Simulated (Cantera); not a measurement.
An adiabatic, constant-volume homogeneous reactor starts with 20.5 % H2, 14.0 % O2, 52.8 % N2, 12.7 % H2O, equivalence ratio 0.73, at 1425 K and 5.00 bar.

Detailed kinetics in Cantera: GRI-Mech 3.0 (53 species, 325 reactions). The hydrogen kinetics of GRI-Mech 3.0 are dated; newer H2 mechanisms differ, most at raised pressure.

Q: Predict: time of steepest temperature rise; temperature at 2.00 s; equilibrium temperature; x(H2) at 2.00 s; x(O2) at 2.00 s; x(H2O) at 2.00 s; x(NO) at 2.00 s; x(OH) at 2.00 s; x(HO2) at 2.00 s.

A: 
| Quantity | Result |
|---|---|
| time of steepest temperature rise | 5.06 µs |
| temperature at 2.00 s | 2789 K |
| equilibrium temperature | 2789 K |
| x(H2) at 2.00 s | 0.0127 (gas-phase equilibrium 0.0127) |
| x(O2) at 2.00 s | 0.0351 (gas-phase equilibrium 0.0351) |
| x(H2O) at 2.00 s | 0.338 (gas-phase equilibrium 0.338) |
| x(NO) at 2.00 s | 0.0127 (gas-phase equilibrium 0.0127) |
| x(OH) at 2.00 s | 0.0221 (gas-phase equilibrium 0.0221) |
| x(HO2) at 2.00 s | 2.33e-5 (gas-phase equilibrium 2.33e-5) |
